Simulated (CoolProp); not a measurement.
A closed Brayton cycle with dry air: compressor inlet 311.15 K and 5.4 MPa, high pressure 17 MPa, turbine inlet 935 K, compressor efficiency 0.85, turbine efficiency 0.9, recuperator effectiveness 0.8 (on enthalpy, no pinch check). Each further row changes one setting.

Values from CoolProp's reference Helmholtz-energy equation of state, Lemmon 2000. It is a pseudo-pure fit of the blend.

| case | thermal efficiency (%) | net work (kJ/kg) | compressor to turbine work | compressor exit (K) | turbine exit (K) |
|---|---|---|---|---|---|
| as stated | ___ | 102 | 0.59 | 454.5 | 717.7 |
| turbine inlet 885 K | ___ | ___ | ___ | 454.5 | 677.5 |
| compressor inlet 321.15 K | ___ | 96.5 | 0.61 | ___ | 717.7 |
| high pressure 14.4 MPa | 32.7 | 94.4 | 0.56 | 430.8 | 745.8 |
| recuperator effectiveness 0.5 | 25.8 | 102 | 0.59 | 454.5 | 717.7 |

Task: Fill in the missing entries.

Result: 
- as stated, thermal efficiency (%): 32.8
- turbine inlet 885 K, thermal efficiency (%): 30.6
- turbine inlet 885 K, net work (kJ/kg): 88.1
- turbine inlet 885 K, compressor to turbine work: 0.63
- compressor inlet 321.15 K, thermal efficiency (%): 31.5
- compressor inlet 321.15 K, compressor exit (K): 468.8
